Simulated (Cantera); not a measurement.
Input (Python, Cantera) and output of one run.

```python
import numpy as np
import cantera as ct

gas_names = """
    H HO2 H2 H2O H2O2 H2S H2SO4 O OH O2 O3 S SH SO SO2 SO3 S2 S2O S8
""".split()
cond_names = """
    H2O(s) H2O(L) H2SO4(L) S(cr1) S(cr2) S(L)
""".split()


# ... load() reads the species with a 1 bar reference pressure and builds the phases ...
atoms = {
    'H2S': {'H': 2, 'S': 1},
    'SO2': {'S': 1, 'O': 2},
    'O2': {'O': 2},
}
top_T = {}  # K; cautious upper limits of use, not melting points


# ... equilibrate(T, P, feed) seeds the gas with the atoms and calls Mixture.equilibrate('TP', solver="vcs", rtol=1e-11, max_steps=5000) ...
results = []
T = 1973  # K
P = 1333.22  # Pa
for m in [0.27, 0.32, 0.38, 0.46, 0.55, 0.65, 0.78, 0.93, 1.1, 1.3, 1.6, 1.9]:
    feed = {'H2S': 1, 'SO2': 0.048, 'O2': m}  # mol
    mix = equilibrate(T, P, feed)
    results.append((T, P, feed, dict(zip(mix.species_names, mix.species_moles))))

top = {s: max(r[3][s] / sum(r[3][g] for g in gas_names) for r in results) for s in gas_names}
cols = sorted((s for s in top if top[s] > 1e-05), key=lambda s: -top[s])[:6]
seen = [c for c in cond_names if any(r[3].get(c, 0) > 1e-12 for r in results)]
print("log10 of partial pressures in bar; condensed amounts in mol")
print(f"{'n(O2)':>10s}" + "".join(f"{s[:9]:>10s}" for s in cols + seen))
for T, P, feed, n in results:
    ng = sum(n[g] for g in gas_names)
    print(f"{feed['O2']:10.4g}" + "".join(f"{np.log10(max(n[s] / ng * P / 1e5, 1e-99)):10.3f}" for s in cols)
          + "".join(f"{n.get(c, 0):10.4g}" for c in seen))
```

Output:

```
log10 of partial pressures in bar; condensed amounts in mol
     n(O2)       SO2       H2O        H2        S2        O2        SO
      0.27    -3.113    -2.507    -2.318    -2.476    -7.638    -3.230
      0.32    -3.003    -2.475    -2.347    -2.501    -7.515    -3.181
      0.38    -2.894    -2.446    -2.380    -2.532    -7.391    -3.135
      0.46    -2.777    -2.417    -2.421    -2.579    -7.250    -3.088
      0.55    -2.671    -2.393    -2.465    -2.638    -7.115    -3.050
      0.65    -2.577    -2.373    -2.511    -2.712    -6.984    -3.021
      0.78    -2.480    -2.354    -2.569    -2.826    -6.830    -3.001
      0.93    -2.390    -2.337    -2.638    -2.992    -6.658    -2.998
       1.1    -2.309    -2.317    -2.727    -3.264    -6.441    -3.025
       1.3    -2.232    -2.281    -2.895    -3.927    -6.031    -3.152
       1.6    -2.192    -2.218    -4.247    -9.507    -3.201    -4.527
       1.9    -2.247    -2.274    -4.569   -10.682    -2.669    -4.849
```

Cantera equilibrium calculation (NASA polynomials, part measured and part estimated; ideal gas, pure solids and liquids).
